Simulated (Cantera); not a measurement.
**Hydrocarbon pyrolysis for carbon deposition**

An isothermal, constant-pressure homogeneous reactor starts with C2H6 : N2 : H2O = 1 : 11 : 0.091 (molar parts), at 1200 K and 0.00480 bar.

Detailed kinetics in Cantera: GRI-Mech 3.0 (53 species, 325 reactions). GRI-Mech 3.0 stops at C3 and has no aromatics, soot or wall deposition, so with more carbon than oxygen in the feed, carbon stays in small species such as C2H2 where larger ones or solid carbon would form. Radical loss at walls, strong at low pressure, is not modelled.

```json
[
 {"t (s)": "2.00e-6", "x C2H6": "0.0827", "x C2H": "<1e-12", "x CH3": "2.39e-8", "x CH4": "1.69e-12", "x CH2": "<1e-12"},
 {"t (s)": "1.25e-5", "x C2H6": "0.0827", "x C2H": "<1e-12", "x CH3": "1.50e-7", "x CH4": "6.60e-11", "x CH2": "<1e-12"},
 {"t (s)": "7.87e-5", "x C2H6": "0.0827", "x C2H": "<1e-12", "x CH3": "9.39e-7", "x CH4": "2.59e-9", "x CH2": "<1e-12"},
 {"t (s)": "0.000493", "x C2H6": "0.0827", "x C2H": "<1e-12", "x CH3": "5.80e-6", "x CH4": "1.01e-7", "x CH2": "1.64e-12"},
 {"t (s)": "0.00309", "x C2H6": "0.0827", "x C2H": "<1e-12", "x CH3": "3.32e-5", "x CH4": "3.73e-6", "x CH2": "2.01e-10"},
 {"t (s)": "0.0194", "x C2H6": "0.0819", "x C2H": "<1e-12", "x CH3": "0.000150", "x CH4": "0.000112", "x CH2": "8.54e-9"},
 {"t (s)": "0.122", "x C2H6": "0.0673", "x C2H": "2.79e-11", "x CH3": "0.000412", "x CH4": "0.00276", "x CH2": "4.83e-8"},
 {"t (s)": "0.763", "x C2H6": "0.0123", "x C2H": "3.71e-10", "x CH3": "0.000176", "x CH4": "0.0175", "x CH2": "2.05e-8"},
 {"t (s)": "4.78", "x C2H6": "0.000120", "x C2H": "1.67e-10", "x CH3": "1.37e-5", "x CH4": "0.0208", "x CH2": "2.44e-10"},
 {"t (s)": "30.0", "x C2H6": "2.21e-6", "x C2H": "3.58e-11", "x CH3": "2.05e-6", "x CH4": "0.0206", "x CH2": "5.83e-12"}
]
```
x: mole fraction; the columns are a selection and need not sum to one.

Equilibrium at this temperature and pressure: C2H6 3.32e-8, C2H 4.96e-11, CH3 3.59e-7, CH4 0.00252, CH2 1.35e-12 (gas phase only).
